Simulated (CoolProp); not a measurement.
The numbers come from the reference Helmholtz-energy equation of state, Lemmon 2006 in CoolProp. It is a short technical equation, of lower accuracy than the large ones.

Question: Give the vapour pressure (MPa), vapour density (kg/m³), vapour viscosity (µPa s) of saturated R142b at 48.75, 76.95 °C.

Answer: 
| T (°C) | p (MPa) | vapour density (kg/m³) | vapour viscosity (µPa s) |
|---|---|---|---|
| 48.75 | 0.661 | 29.1 | 11.1 |
| 76.95 | 1.29 | 58.3 | 12.7 |

Viscosity comes from a separate model (Huber 2003), an estimate that may be off by 10 % or more.
